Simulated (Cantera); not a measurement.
Input (Python, Cantera) and output of one run.

```python
import numpy as np
import cantera as ct

gas_names = """
    OH H2O N NO H2
""".split()
cond_names = """
    V2O4(I) V2O4(II) V2O4(L) V2O5(s) V2O5(L) V2O3(s) V2O3(L) V(cr) V(L)
""".split()


# ... load() reads the species with a 1 bar reference pressure and builds the phases ...
species = {s.name: s for s in load("nasa_gas.yaml", gas_names) + load("nasa_condensed.yaml", cond_names)}
# Each term lists the table entries of one substance; the one whose range holds T is used.
reactions = {
    'V2O4 + 2 OH(g) = H2O(g) + V2O5':
        [(-1, ['V2O4(I)', 'V2O4(II)', 'V2O4(L)']), (-2, ['OH']), (1, ['H2O']), (1, ['V2O5(s)', 'V2O5(L)'])],
    'V2O5 + 2 N(g) = 2 NO(g) + V2O3':
        [(-1, ['V2O5(s)', 'V2O5(L)']), (-2, ['N']), (2, ['NO']), (1, ['V2O3(s)', 'V2O3(L)'])],
    '2 V2O5 + 5 H2(g) = 10 OH(g) + 4 V':
        [(-2, ['V2O5(s)', 'V2O5(L)']), (-5, ['H2']), (10, ['OH']), (4, ['V(cr)', 'V(L)'])],
}


def pick(names, T):
    return next(species[n] for n in names if species[n].thermo.min_temp <= T <= species[n].thermo.max_temp)


results = []
for label, terms in reactions.items():
    print(label)
    print("     T/K   dH/kJ  dS/(J/K)   dG/kJ   log10 K")
    for T in [1598, 1748, 1898, 2048, 2198, 2348, 2498, 2648, 2798]:
        used = [(nu, pick(names, T)) for nu, names in terms]
        dH = sum(nu * s.thermo.h(T) for nu, s in used) / 1e6
        dS = sum(nu * s.thermo.s(T) for nu, s in used) / 1e3
        dG = dH - T * dS / 1e3
        logK = -dG * 1e6 / (ct.gas_constant * T * np.log(10))
        results.append((label, T, dH, dS, dG, logK, [s.name for _, s in used]))
        print(f"{T:8g} {dH:8.1f} {dS:8.1f} {dG:8.1f} {logK:8.2f}")
```

Result:

```
V2O4 + 2 OH(g) = H2O(g) + V2O5
     T/K   dH/kJ  dS/(J/K)   dG/kJ   log10 K
    1598   -387.3   -112.2   -208.0     6.80
    1748   -387.7   -112.4   -191.2     5.71
    1898   -503.3   -176.0   -169.2     4.66
    2048   -509.3   -179.1   -142.6     3.64
    2198   -515.4   -181.9   -115.5     2.74
    2348   -521.4   -184.6    -88.0     1.96
    2498   -527.4   -187.0    -60.1     1.26
    2648   -533.4   -189.4    -31.9     0.63
    2798   -539.3   -191.6     -3.3     0.06
V2O5 + 2 N(g) = 2 NO(g) + V2O3
     T/K   dH/kJ  dS/(J/K)   dG/kJ   log10 K
    1598   -518.1    -15.1   -494.0    16.15
    1748   -518.4    -15.2   -491.7    14.69
    1898   -517.8    -14.9   -489.5    13.47
    2048   -516.3    -14.2   -487.3    12.43
    2198   -514.1    -13.1   -485.2    11.53
    2348   -394.0     38.2   -483.8    10.76
    2498   -394.2     38.2   -489.5    10.24
    2648   -394.3     38.1   -495.2     9.77
    2798   -394.4     38.1   -500.9     9.35
2 V2O5 + 5 H2(g) = 10 OH(g) + 4 V
     T/K   dH/kJ  dS/(J/K)   dG/kJ   log10 K
    1598   3261.8    780.8   2014.2   -65.84
    1748   3252.3    775.1   1897.5   -56.70
    1898   3244.2    770.6   1781.6   -49.03
    2048   3237.7    767.3   1666.3   -42.50
    2198   3324.3    806.8   1551.0   -36.86
    2348   3321.7    805.6   1430.1   -31.81
    2498   3319.3    804.6   1309.3   -27.38
    2648   3317.1    803.8   1188.7   -23.45
    2798   3315.1    803.0   1068.2   -19.94
```

Standard-state values (1 bar) from the NASA 1993 polynomials, evaluated with Cantera. Condensed species are held in their standard states even where they would react or evaporate.
